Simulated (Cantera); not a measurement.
A freely propagating, adiabatic, planar premixed flame of CH4 : C2H6 : O2 : N2 = 1 : 0.94 : 3.53 : 13.3 (molar parts), equivalence ratio 1.5, unburnt at 350 K and 130000 Pa; mixture-averaged transport, grid criteria slope 0.08 and curve 0.16, no radiation.

Cantera simulation using GRI-Mech 3.0 (53 species, 325 reactions); the numbers are that mechanism's predictions, not measurements. Burning velocities carry a grid error of a few per cent, more on coarse grids.

### Question
Predict: laminar burning velocity; thermal thickness; peak x(HCN); peak x(O); peak x(C2H).

### Answer
laminar burning velocity: 19.1 cm/s
thermal thickness: 0.676 mm
peak x(HCN): 3.88e-5
peak x(O): 5.86e-5
peak x(C2H): 1.20e-6
